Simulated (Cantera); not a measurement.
Cantera run:

```python
import numpy as np
import cantera as ct

gas_names = """
    CL CL2 H HCL H2 Si SiCL SiCL2 SiCL3 SiCL4 SiH SiHCL3 SiH2 SiH2CL2 SiH3 SiH3CL SiH4 Si2 Si3
""".split()
cond_names = """
    Si(cr) Si(L)
""".split()


# ... load() reads the species with a 1 bar reference pressure and builds the phases ...
atoms = {
    'SiCl4': {'Si': 1, 'CL': 4},
    'HCl': {'H': 1, 'CL': 1},
    'H2': {'H': 2},
}
top_T = {}  # K; cautious upper limits of use, not melting points


# ... equilibrate(T, P, feed) seeds the gas with the atoms and calls Mixture.equilibrate('TP', solver="vcs", rtol=1e-11, max_steps=5000) ...
results = []
feed = {'SiCl4': 1, 'HCl': 3.9, 'H2': 10}  # mol
P = 101325  # Pa
for T in [1100, 1150, 1200, 1250, 1300, 1350, 1400, 1450, 1500, 1550]:
    mix = equilibrate(T, P, feed)
    results.append((T, P, feed, dict(zip(mix.species_names, mix.species_moles))))

top = {s: max(r[3][s] / sum(r[3][g] for g in gas_names) for r in results) for s in gas_names}
cols = sorted((s for s in top if top[s] > 0.001), key=lambda s: -top[s])[:9]
seen = [c for c in cond_names if any(r[3].get(c, 0) > 1e-12 for r in results)]
print("log10 of partial pressures in bar; condensed amounts in mol")
print(f"{'T/K':>10s}" + "".join(f"{s[:9]:>10s}" for s in cols + seen))
for T, P, feed, n in results:
    ng = sum(n[g] for g in gas_names)
    print(f"{T:10.4g}" + "".join(f"{np.log10(max(n[s] / ng * P / 1e5, 1e-99)):10.3f}" for s in cols)
          + "".join(f"{n.get(c, 0):10.4g}" for c in seen))
```

Result:

```
log10 of partial pressures in bar; condensed amounts in mol
       T/K        H2       HCL     SiCL4     SiCL2     SiCL3    SiHCL3
      1100    -0.169    -0.572    -1.185    -5.234    -3.781    -2.613
      1150    -0.170    -0.570    -1.192    -4.632    -3.432    -2.484
      1200    -0.171    -0.568    -1.202    -4.088    -3.116    -2.370
      1250    -0.172    -0.565    -1.216    -3.596    -2.833    -2.272
      1300    -0.174    -0.560    -1.236    -3.154    -2.582    -2.192
      1350    -0.177    -0.553    -1.266    -2.763    -2.363    -2.132
      1400    -0.181    -0.544    -1.310    -2.424    -2.181    -2.097
      1450    -0.186    -0.531    -1.372    -2.141    -2.038    -2.091
      1500    -0.193    -0.516    -1.456    -1.911    -1.935    -2.117
      1550    -0.200    -0.500    -1.564    -1.732    -1.870    -2.174
```

Cantera equilibrium calculation (NASA polynomials, part measured and part estimated; ideal gas, pure solids and liquids). The tables' values for SiCl3 are old estimates; treat these amounts as uncertain.
